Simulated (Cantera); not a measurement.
A closed system holds: 1 mol Si3N4, 1.8 mol HCl, 1.4 mol N2, 610 mol H2, equilibrated at 1827 °C and 6.00e-5 bar.

Equilibrium computed with Cantera from the NASA thermochemical tables; the gas is ideal and each condensed phase is pure. Candidate condensed phases: NH4Cl, Si, Si3N4; 28 gas species. The numbers say what is thermodynamically allowed, not how fast it happens.

Base state: H2 0.662, H 0.327, N2 0.00460, Si 0.00404, HCl 0.00178, Cl 0.000649, SiH 1.38e-5 (mole fractions); condensed: gas only.

Problem. What changes in the equilibrium state with this change: pressure from 6.00e-5 bar to 0.00990 bar?

Solution. 
| species | before | after |
|---|---|---|
| H2 | 0.662 | 0.956 |
| H | 0.327 | 0.0306 |
| N2 | 0.00460 | 0.00541 |
| HCl | 0.00178 | 0.00277 |
| Si | 0.00404 | 0.00441 |
| SiH2 | 2.19e-7 | 5.71e-5 |
| Si2 | 9.57e-8 | 1.88e-5 |
The tables' values for SiCl are old estimates; treat these amounts as uncertain. Gases not in the tables: Si2H6 and higher silanes.
